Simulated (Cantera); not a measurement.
# Si + H₂O + N₂ (thermal oxidation and active oxidation of silicon)

Charge: 1 mol Si, a varied amount of H₂O, 110 mol N₂, held at 2000 K and 750 Torr.

These are equilibrium values from Cantera (NASA tables, ideal gas, pure condensed phases), not measurements of a reactor. Candidate condensed phases: H₂O, Si, SiO₂, Si₂N₂O, Si₃N₄; 35 gas species. Mutual solubility and eutectic melting of coexisting phases are not modelled. The tables hold silica as quartz up to 1696 K and as liquid above; real silica turns to tridymite and cristobalite and melts near 1996 K. Gases not in the tables: Si(OH)₄. The numbers say what is thermodynamically allowed, not how fast it happens.

```csv
n(H₂O) (mol),log p N₂,log p H₂,log p H₂O,log p SiO,log p H,log p OH,log p Si,log p NO,n Si₃N₄(s),n Si₂N₂O(s),n SiO₂(l)
0.2,0.00,-2.75,-8.13,-2.74,-4.16,-10.54,-4.88,-10.65,0.266,0,0
0.28,0.00,-2.60,-7.84,-2.59,-4.09,-10.32,-4.88,-10.50,0.239,0,0
0.41,0.00,-2.44,-7.59,-2.52,-4.01,-10.16,-4.88,-10.42,0.171,0.0741,0
0.59,0.00,-2.28,-7.43,-2.52,-3.93,-10.09,-4.88,-10.42,0.0515,0.253,0
0.85,-0.01,-2.12,-6.65,-2.20,-3.85,-9.38,-5.19,-9.80,0,0.149,0
1.2,-0.01,-1.98,-3.98,-2.14,-3.78,-6.78,-7.66,-7.27,0,0,0.188
1.8,-0.01,-1.81,-3.31,-2.64,-3.69,-6.19,-8.67,-6.77,0,0,0.745
2.5,-0.01,-1.76,-2.33,-3.57,-3.67,-5.24,-10.53,-5.84,0,0,0.970
3.7,-0.01,-1.76,-1.82,-4.08,-3.67,-4.73,-11.54,-5.34,0,0,0.990
```
log p: log10 of the partial pressure in bar; n: condensed amount in mol.

From 0.2 mol H₂O to 0.28 mol H₂O the condensed part is Si₃N₄(s). From 0.41 mol H₂O to 0.59 mol H₂O the condensed part is Si₂N₂O(s) + Si₃N₄(s). At 0.85 mol H₂O the condensed part is Si₂N₂O(s). From 1.2 mol H₂O to 3.7 mol H₂O the condensed part is SiO₂(l). The share of Si in condensed phases is highest at 3.7 mol H₂O (99.0 %) and lowest at 1.2 mol H₂O (18.8 %).
